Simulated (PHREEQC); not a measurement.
Make-up at 20 °C and 100 atm: 0.55 mmol/kgw Cu(BF4)2. Closed to the air; pH follows from the charge balance.

The numbers come from PHREEQC with the ion-association model, phreeqc.dat.

The ionic strength comes out as 0.00245 mol/kgw. What activity coefficients do F-, Cu+2, BF3OH-, BF4-, H+ get?

F- 0.95, Cu+2 0.81, BF3OH- 0.95, BF4- 0.95, H+ 0.95.

No solid was allowed to form. Under pressure, the constants of complexes without a molar volume in the database are unreliable. Real BF4- forms and hydrolyses slowly; the run takes it at equilibrium.
